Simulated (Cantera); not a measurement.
Input (Python, Cantera) and output of one run.

```python
import numpy as np
import cantera as ct

gas_names = """
    B BH BH2 BH3 BN BO BO2 B2 B2O B2O2 B2O3 B3O3H3 H HBO HBO2 HNO HNO2 HNO3 HO2 H2 H2O H2O2 H3B3O6 N NH
    NH2 NH3 NH2OH NO NO2 NO3 N2 N2H2 N2H4 N2O O OH O2 O3
""".split()
cond_names = """
    B(b) B(L) BN(s) B2O3(L) B3O3H3(cr) H2O(s) H2O(L)
""".split()


# ... load() reads the species with a 1 bar reference pressure and builds the phases ...
atoms = {
    'borazine': {'B': 3, 'N': 3, 'H': 6},
    'O2': {'O': 2},
    'N2': {'N': 2},
    'H2O': {'H': 2, 'O': 1},
}
top_T = {'BN(s)': 3200}  # K; cautious upper limits of use, not melting points


# ... equilibrate(T, P, feed) seeds the gas with the atoms and calls Mixture.equilibrate('TP', solver="vcs", rtol=1e-11, max_steps=5000) ...
results = []
feed = {'borazine': 1, 'O2': 1.9, 'N2': 120, 'H2O': 0.14}  # mol
T = 2375  # K
P = 133.322  # Pa
mix = equilibrate(T, P, feed)
results.append((T, P, feed, dict(zip(mix.species_names, mix.species_moles))))
x = sorted(zip(gas.X, gas.species_names), reverse=True)
print(f"T = {T:g} K  P = {P:g} Pa  gas = {mix.phase_moles(0):.4g} mol")
print("   x: " + "  ".join(f"{s} {v:.3e}" for v, s in x if v > 1e-06))
print("   condensed (mol): " + ("  ".join(f"{mix.phase(i).name} {mix.phase_moles(i):.4g}"
      for i in range(1, mix.n_phases) if mix.phase_moles(i) > 1e-12) or "none"))
```

Result:

```
T = 2375 K  P = 133.322 Pa  gas = 129.7 mol
   x: N2 9.368e-01  H 3.151e-02  BO 1.742e-02  H2 6.656e-03  BO2 1.735e-03  HBO2 1.712e-03  O 1.463e-03  B2O3 9.294e-04  H2O 5.449e-04  OH 4.593e-04  HBO 3.473e-04  NO 3.060e-04  O2 4.968e-05  B2O2 3.083e-05  N 2.291e-06
   condensed (mol): none
```

Equilibrium computed with Cantera from the NASA thermochemical tables; the gas is ideal and each condensed phase is pure. The feed counts by its element totals alone.
